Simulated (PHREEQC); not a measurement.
Consider water at 25 °C with 0.29 mol/kgw NiSO4, 0.064 mol/kgw CaCl2 and 0.27 mol/kgw NaH2PO4. Closed to the air; pH follows from the charge balance.

The numbers come from PHREEQC with the ion-association model, wateq4f.dat.

```yaml
pH: 4.23
ionic_strength: 0.869 mol/kgw
activity_of_water: 0.981
```

| species | molality | activity | log γ |
|---|---|---|---|
| Na+ | 0.246 | 0.175 | -0.149 |
| H2PO4- | 0.238 | 0.158 | -0.179 |
| NiSO4 | 0.140 | 0.171 | 0.087 |
| Ni+2 | 0.137 | 0.0484 | -0.452 |
| Cl- | 0.114 | 0.0691 | -0.216 |
| SO4-2 | 0.111 | 0.0181 | -0.786 |
| CaH2PO4+ | 0.0296 | 0.0196 | -0.179 |
| NaSO4- | 0.0240 | 0.0159 | -0.179 |
| Ca+2 | 0.0197 | 0.00486 | -0.608 |
| CaSO4 | 0.0144 | 0.0175 | 0.087 |
| NiCl+ | 0.0109 | 0.00839 | -0.113 |

No solid was allowed to form. The solution is supersaturated, for example in Ni3(PO4)2, Gypsum, so a real one may precipitate; this is no full list. Ionic strength above about 0.7 mol/kgw puts this run outside the model's range. Species that the database lacks are ignored. H3PO4, which wateq4f.dat lacks, is added to it with the constant of phreeqc.dat. The database has no phosphate complexes of Ni.
